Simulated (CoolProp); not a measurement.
Normal hydrogen at 438.73 K and 0.558 MPa flows at 17 m/s in a round tube of 25 mm bore and 15 µm roughness, fully developed (64/Re and Nu = 3.66 if laminar; Colebrook and Gnielinski if turbulent). Each further row changes one setting.

Computed with CoolProp (reference Helmholtz-energy equation of state, Leachman 2009).

| case | Reynolds number | Darcy friction factor | pressure drop (Pa/m) | heat-transfer coefficient (W/(m² K)) | mass flow (kg/h) |
|---|---|---|---|---|---|
| as stated | 11200 | 0.0309 | (withheld) | 325 | 9.24 |
| velocity 34 m/s | 22500 | 0.0265 | 188 | (withheld) | (withheld) |
| diameter 50 mm | 22500 | 0.0258 | 23.0 | (withheld) | (withheld) |

Q: Fill in the missing entries.

A: 
- as stated, pressure drop (Pa/m): 55.0
- velocity 34 m/s, heat-transfer coefficient (W/(m² K)): 575
- velocity 34 m/s, mass flow (kg/h): 18.5
- diameter 50 mm, heat-transfer coefficient (W/(m² K)): 280
- diameter 50 mm, mass flow (kg/h): 37.0

Viscosity comes from a separate model (Muzny 2013). Thermal conductivity comes from a separate model (Assael 2011).
